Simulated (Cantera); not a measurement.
A perfectly stirred reactor is fed with CH₄ : C₂H₆ : O₂ : N₂ : H₂O = 1 : 0.033 : 4.32 : 16.2 : 5.3 (molar parts), at 1.88 atm; it is adiabatic with a 750 K inlet, and is followed from long to short residence time, starting on the burning branch (τ in s: 0.16, 0.076, 0.035, 0.016, 0.0076, 0.0035, 0.0017, 0.00077, 0.00036, 0.00017, 7.8e-05, 3.6e-05, 1.7e-05).

Computed with Cantera and GRI-Mech 3.0 (53 species, 325 reactions).

x: mole fraction; the columns are a selection and need not sum to one.

```json
[
 {"τ (s)": "0.16", "T (K)": "1594", "x CH₄": "1.12e-5", "x C₂H₆": "8.02e-8", "x O₂": "0.0820", "x C₂H": "3.33e-11", "x CH₃": "[?]"},
 {"τ (s)": "0.076", "T (K)": "1593", "x CH₄": "1.83e-5", "x C₂H₆": "1.40e-7", "x O₂": "0.0821", "x C₂H": "5.89e-11", "x CH₃": "[?]"},
 {"τ (s)": "0.035", "T (K)": "1591", "x CH₄": "3.05e-5", "x C₂H₆": "2.48e-7", "x O₂": "0.0821", "x C₂H": "1.03e-10", "x CH₃": "[?]"},
 {"τ (s)": "0.016", "T (K)": "1588", "x CH₄": "5.15e-5", "x C₂H₆": "4.41e-7", "x O₂": "0.0823", "x C₂H": "1.75e-10", "x CH₃": "[?]"},
 {"τ (s)": "0.0076", "T (K)": "1582", "x CH₄": "8.60e-5", "x C₂H₆": "7.67e-7", "x O₂": "0.0826", "x C₂H": "2.76e-10", "x CH₃": "[?]"},
 {"τ (s)": "0.0035", "T (K)": "1573", "x CH₄": "0.000151", "x C₂H₆": "1.40e-6", "x O₂": "0.0831", "x C₂H": "4.19e-10", "x CH₃": "[?]"},
 {"τ (s)": "0.0017", "T (K)": "1558", "x CH₄": "0.000271", "x C₂H₆": "2.60e-6", "x O₂": "0.0841", "x C₂H": "5.74e-10", "x CH₃": "[?]"},
 {"τ (s)": "0.00077", "T (K)": "1518", "x CH₄": "0.000657", "x C₂H₆": "6.91e-6", "x O₂": "0.0869", "x C₂H": "6.98e-10", "x CH₃": "[?]"},
 {"τ (s)": "0.00036", "T (K)": "750", "x CH₄": "0.0372", "x C₂H₆": "0.00123", "x O₂": "0.161", "x C₂H": "<1e-12", "x CH₃": "<1e-12"},
 {"τ (s)": "0.00017", "T (K)": "750", "x CH₄": "0.0372", "x C₂H₆": "0.00123", "x O₂": "0.161", "x C₂H": "<1e-12", "x CH₃": "<1e-12"},
 {"τ (s)": "7.8e-5", "T (K)": "750", "x CH₄": "0.0372", "x C₂H₆": "0.00123", "x O₂": "0.161", "x C₂H": "<1e-12", "x CH₃": "<1e-12"},
 {"τ (s)": "3.6e-5", "T (K)": "750", "x CH₄": "0.0372", "x C₂H₆": "0.00123", "x O₂": "0.161", "x C₂H": "<1e-12", "x CH₃": "<1e-12"},
 {"τ (s)": "1.7e-5", "T (K)": "750", "x CH₄": "0.0372", "x C₂H₆": "0.00123", "x O₂": "0.161", "x C₂H": "<1e-12", "x CH₃": "<1e-12"}
]
```

Problem. What belongs in the gaps?

Solution. 
- 0.16, x CH₃: 1.94e-6
- 0.076, x CH₃: 3.28e-6
- 0.035, x CH₃: 5.57e-6
- 0.016, x CH₃: 9.38e-6
- 0.0076, x CH₃: 1.53e-5
- 0.0035, x CH₃: 2.55e-5
- 0.0017, x CH₃: 4.21e-5
- 0.00077, x CH₃: 8.44e-5
